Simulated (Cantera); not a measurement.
Input (Python, Cantera):

```python
import numpy as np
import cantera as ct

gas = ct.Solution("gri30.yaml")
gas.TPX = 1373, 1000000, {'CH4': 1, 'H2': 0.12, 'O2': 0.858, 'N2': 3.23}
reactor = ct.IdealGasConstPressureReactor(gas, energy="on", clone=False)
net = ct.ReactorNet([reactor])
net.rtol, net.atol = 1e-08, 1e-16
show = ['CH4', 'H2', 'O2', 'NO2', 'NO', 'C2H4']
times = np.geomspace(2e-06, 0.5, 16)

steps = ct.SolutionArray(gas, extra=["t"])
rows = []
print(f"{'t/s':>10s}{'T/K':>9s}{'P/Pa':>11s}" + "".join(f"{s:>11s}" for s in show))
for t in times:
    while net.time < t:
        t_next = net.step()
        steps.append(gas.state, t=t_next)
    rows.append([np.interp(t, steps.t, y) for y in (steps.T, steps.P, *steps(*show).X.T)])
    print(f"{t:10.3e}{rows[-1][0]:9.1f}{rows[-1][1]:11.4g}" + "".join(f"{x:11.3e}" for x in rows[-1][2:]))
rate = np.gradient(steps.T, steps.t)
print("integrator steps:", len(steps.t))
if steps.T.max() > steps.T[0] + 200:
    print(f"time of steepest temperature rise: {steps.t[rate.argmax()]:.4e} s")
gas.TPX = 1373, 1000000, {'CH4': 1, 'H2': 0.12, 'O2': 0.858, 'N2': 3.23}
gas.equilibrate("HP")
print(f"equilibrium (HP): T = {gas.T:.1f} K  " + "  ".join(f"{s} {gas[s].X[0]:.3e}" for s in show))
```

Output:

```
       t/s      T/K       P/Pa        CH4         H2         O2        NO2         NO       C2H4
 2.000e-06   1373.0      1e+06  1.920e-01  2.304e-02  1.647e-01  9.722e-22  1.336e-17  6.512e-12
 4.580e-06   1373.0      1e+06  1.920e-01  2.304e-02  1.647e-01  2.081e-20  6.129e-17  1.216e-10
 1.049e-05   1373.0      1e+06  1.920e-01  2.304e-02  1.647e-01  6.007e-19  4.036e-16  2.941e-09
 2.402e-05   1373.0      1e+06  1.920e-01  2.303e-02  1.647e-01  3.085e-17  5.068e-15  1.155e-07
 5.501e-05   1374.2      1e+06  1.917e-01  2.298e-02  1.645e-01  2.307e-15  8.789e-14  3.527e-06
 1.260e-04   1379.6      1e+06  1.906e-01  2.284e-02  1.638e-01  5.808e-14  5.350e-13  3.175e-05
 2.885e-04   1406.2      1e+06  1.851e-01  2.306e-02  1.600e-01  1.221e-12  3.846e-12  3.237e-04
 6.608e-04   2277.1      1e+06  3.749e-03  1.904e-01  1.205e-07  2.746e-11  9.090e-06  5.943e-05
 1.513e-03   2249.9      1e+06  1.144e-03  2.253e-01  5.068e-08  3.674e-11  1.957e-05  7.975e-06
 3.466e-03   2241.9      1e+06  5.048e-05  2.319e-01  4.150e-08  4.760e-11  2.810e-05  9.186e-08
 7.937e-03   2241.6      1e+06  2.247e-08  2.321e-01  4.150e-08  4.094e-11  2.422e-05  1.545e-12
 1.818e-02   2241.6      1e+06  1.943e-08  2.321e-01  4.153e-08  2.708e-11  1.602e-05  8.677e-14
 4.163e-02   2241.7      1e+06  1.905e-08  2.321e-01  4.154e-08  1.604e-11  9.486e-06  8.488e-14
 9.533e-02   2241.7      1e+06  1.893e-08  2.322e-01  4.155e-08  1.014e-11  6.000e-06  8.429e-14
 2.183e-01   2241.7      1e+06  1.890e-08  2.322e-01  4.155e-08  8.502e-12  5.028e-06  8.418e-14
 5.000e-01   2241.7      1e+06  1.890e-08  2.322e-01  4.155e-08  8.401e-12  4.969e-06  8.417e-14
integrator steps: 2384
time of steepest temperature rise: 4.9739e-04 s
equilibrium (HP): T = 2241.7 K  CH4 2.137e-08  H2 2.322e-01  O2 4.155e-08  NO2 8.402e-12  NO 4.969e-06  C2H4 9.507e-14
```

Detailed kinetics in Cantera: GRI-Mech 3.0 (53 species, 325 reactions).
